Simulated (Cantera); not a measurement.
Nitride etching: Si3N4 + O2

A closed system holds: 1 mol Si3N4, 0.97 mol O2, held at 1000 Pa.

Equilibrium computed with Cantera from the NASA thermochemical tables; the gas is ideal and each condensed phase is pure. Candidate condensed phases: Si, SiO2, Si2N2O, Si3N4; 16 gas species. Mutual solubility and eutectic melting of coexisting phases are not modelled. The tables' values for SiN are old estimates; treat these amounts as uncertain. The tables hold silica as quartz up to 1696 K and as liquid above; real silica turns to tridymite and cristobalite and melts near 1996 K. The numbers say what is thermodynamically allowed, not how fast it happens.

```json
[
 {"T (K)": "750", "x N2": "1.00", "x SiO": "<1e-12", "x Si": "<1e-12", "x Si2N": "<1e-12", "x SiN": "<1e-12", "x Si2": "<1e-12", "x Si3": "<1e-12", "n SiO2(α-quartz)": "0.293", "n Si2N2O(s)": "1.35", "n SiO2(β-quartz)": "0", "n Si(l)": "0"},
 {"T (K)": "900", "x N2": "1.00", "x SiO": "<1e-12", "x Si": "<1e-12", "x Si2N": "<1e-12", "x SiN": "<1e-12", "x Si2": "<1e-12", "x Si3": "<1e-12", "n SiO2(α-quartz)": "0", "n Si2N2O(s)": "1.35", "n SiO2(β-quartz)": "0.293", "n Si(l)": "0"},
 {"T (K)": "1050", "x N2": "1.00", "x SiO": "2.91e-11", "x Si": "<1e-12", "x Si2N": "<1e-12", "x SiN": "<1e-12", "x Si2": "<1e-12", "x Si3": "<1e-12", "n SiO2(α-quartz)": "0", "n Si2N2O(s)": "1.35", "n SiO2(β-quartz)": "0.293", "n Si(l)": "0"},
 {"T (K)": "1200", "x N2": "1.00", "x SiO": "4.20e-8", "x Si": "<1e-12", "x Si2N": "<1e-12", "x SiN": "<1e-12", "x Si2": "<1e-12", "x Si3": "<1e-12", "n SiO2(α-quartz)": "0", "n Si2N2O(s)": "1.35", "n SiO2(β-quartz)": "0.293", "n Si(l)": "0"},
 {"T (K)": "1350", "x N2": "1.000", "x SiO": "1.17e-5", "x Si": "<1e-12", "x Si2N": "<1e-12", "x SiN": "<1e-12", "x Si2": "<1e-12", "x Si3": "<1e-12", "n SiO2(α-quartz)": "0", "n Si2N2O(s)": "1.35", "n SiO2(β-quartz)": "0.293", "n Si(l)": "0"},
 {"T (K)": "1500", "x N2": "0.999", "x SiO": "0.00103", "x Si": "4.18e-10", "x Si2N": "<1e-12", "x SiN": "5.37e-11", "x Si2": "<1e-12", "x Si3": "<1e-12", "n SiO2(α-quartz)": "0", "n Si2N2O(s)": "1.35", "n SiO2(β-quartz)": "0.293", "n Si(l)": "0"},
 {"T (K)": "1650", "x N2": "0.960", "x SiO": "0.0401", "x Si": "1.13e-7", "x Si2N": "5.95e-11", "x SiN": "7.98e-9", "x Si2": "1.62e-12", "x Si3": "<1e-12", "n SiO2(α-quartz)": "0", "n Si2N2O(s)": "1.34", "n SiO2(β-quartz)": "0.284", "n Si(l)": "0"},
 {"T (K)": "1800", "x N2": "0.516", "x SiO": "0.483", "x Si": "3.67e-5", "x Si2N": "2.17e-7", "x SiN": "1.17e-6", "x Si2": "2.57e-8", "x Si3": "7.06e-10", "n SiO2(α-quartz)": "0", "n Si2N2O(s)": "1.06", "n SiO2(β-quartz)": "0", "n Si(l)": "0"},
 {"T (K)": "1950", "x N2": "0.506", "x SiO": "0.491", "x Si": "0.00238", "x Si2N": "6.87e-5", "x SiN": "4.99e-5", "x Si2": "2.18e-5", "x Si3": "4.79e-6", "n SiO2(α-quartz)": "0", "n Si2N2O(s)": "0", "n SiO2(β-quartz)": "0", "n Si(l)": "1.05"},
 {"T (K)": "2100", "x N2": "0.500", "x SiO": "0.486", "x Si": "0.0133", "x Si2N": "0.000235", "x SiN": "0.000196", "x Si2": "0.000174", "x Si3": "3.55e-5", "n SiO2(α-quartz)": "0", "n Si2N2O(s)": "0", "n SiO2(β-quartz)": "0", "n Si(l)": "1.00"}
]
```
x: gas mole fraction; n: condensed amount in mol.

At 750 K the condensed part is SiO2(α-quartz) + Si2N2O(s). From 900 K to 1650 K the condensed part is SiO2(β-quartz) + Si2N2O(s). At 1800 K the condensed part is Si2N2O(s). From 1950 K to 2100 K the condensed part is Si(l).
